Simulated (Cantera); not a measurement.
**Hydrogen reduction and annealing atmospheres: Cr2O3 + H2 + H2O**

Input: 1 mol Cr2O3, 47 mol H2, 2.8 mol H2O, equilibrated at 852 °C and 0.530 bar.

Cantera equilibrium calculation (NASA polynomials, part measured and part estimated; ideal gas, pure solids and liquids). Candidate condensed phases: Cr, Cr2O3, H2O; 13 gas species. Kinetics and transport are ignored.

```json
{
  "x(H2)": "0.944",
  "x(H2O)": "0.0562",
  "n(Cr2O3(s))": "1.00 mol",
  "gas_amount": "49.80 mol",
  "log10 activity of Cr(s) (absent)": "-4.69"
}
```
